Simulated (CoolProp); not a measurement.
Neopentane along the isobar 15.1 MPa: Z from the reference equation and from simpler models built on Tc = 433.7 K, pc = 3.196 MPa, ω = 0.196; each cubic takes its own stable root.

Values from CoolProp's reference Helmholtz-energy equation of state, Lemmon 2006. It is a short technical equation, of lower accuracy than the large ones.

```
T (K)          phase  reference  van der Waals  Redlich-Kwong
-----  -------------  ---------  -------------  -------------
368.6         liquid     0.6581         0.9358         0.6933
394.5         liquid     0.6472         0.9015         0.6815
420.4         liquid     0.6431         0.8740         0.6761
446.3  supercritical     0.6459         0.8524         0.6766
472.2  supercritical     0.6558         0.8360         0.6828
498.2  supercritical     0.6729         0.8244         0.6946
524.1  supercritical     0.6964         0.8173         0.7111
550    supercritical     0.7255         0.8141         0.7317
```
